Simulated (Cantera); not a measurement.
**Equilibrium for oxide etching and cleaning by halides: B2O3 + BCl3 + N2**

Charge: 1 mol B2O3, a varied amount of BCl3, 1.4 mol N2, equilibrated at 1.00 Torr.

These are equilibrium values from Cantera (NASA tables, ideal gas, pure condensed phases), not measurements of a reactor. Candidate condensed phases: B, BN, B2O3; 25 gas species. N2 is the only nitrogen source here; it is nearly inert below about 1500 K, so the nitride shown seldom forms there in practice. Mutual solubility and eutectic melting of coexisting phases are not modelled. The tables' values for BCl2 are old estimates. Equilibrium is a limit: real reactors are often held back by kinetics, nucleation or transport.

Stable condensed phases:

```
T in K \ n(BCl3) in mol
         1.2 1.3 1.5 1.7   2 2.2 2.5 2.9 3.2 3.7 4.2 4.7 5.3
   1723    A   A   A   A   A   A   A   A   A   A   A   A   A
   1648    A   A   A   A   A   A   A   A   A   A   A   A   A
   1573    B   B   A   A   A   A   A   A   A   A   A   A   A
   1498    B   B   B   B   B   B   B   A   A   A   A   A   A
   1423    C   C   C   C   C   C   C   C   C   D   D   D   D
   1348    C   C   C   C   C   C   C   C   C   C   D   D   D
   1273    B   B   B   C   C   C   C   C   C   C   C   D   D
   1198    B   B   B   B   B   B   B   B   B   B   B   A   A
   1123    B   B   B   B   B   B   B   B   B   B   B   B   A
   1048    B   B   B   B   B   B   B   B   B   B   B   B   B
    973    B   B   B   B   B   B   B   B   B   B   B   B   B
```

A: gas only; B: B2O3; C: BN + B2O3; D: BN.
